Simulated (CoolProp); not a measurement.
Carbonyl sulfide at several states: fugacity coefficient from the reference equation and from simpler models built on Tc = 378.8 K, pc = 6.369 MPa, ω = 0.098; each cubic takes its own stable root.

The numbers come from the reference Helmholtz-energy equation of state, Lemmon 2006 in CoolProp. It is a short technical equation, of lower accuracy than the large ones.

```json
[
 {"T (K)": "303.9", "p (MPa)": "2.26", "phase": "liquid", "reference": "0.5638", "Redlich-Kwong": "0.6069", "Soave-Redlich-Kwong": "0.5715"},
 {"T (K)": "380.2", "p (MPa)": "0.0875", "phase": "gas", "reference": "0.9955", "Redlich-Kwong": "0.9954", "Soave-Redlich-Kwong": "0.9954"},
 {"T (K)": "425.8", "p (MPa)": "0.0756", "phase": "gas", "reference": "0.9972", "Redlich-Kwong": "0.9971", "Soave-Redlich-Kwong": "0.9972"},
 {"T (K)": "381.4", "p (MPa)": "0.0234", "phase": "gas", "reference": "0.9988", "Redlich-Kwong": "0.9988", "Soave-Redlich-Kwong": "0.9988"},
 {"T (K)": "170.4", "p (MPa)": "2.13", "phase": "liquid", "reference": "0.001857", "Redlich-Kwong": "0.001477", "Soave-Redlich-Kwong": "0.001830"}
]
```
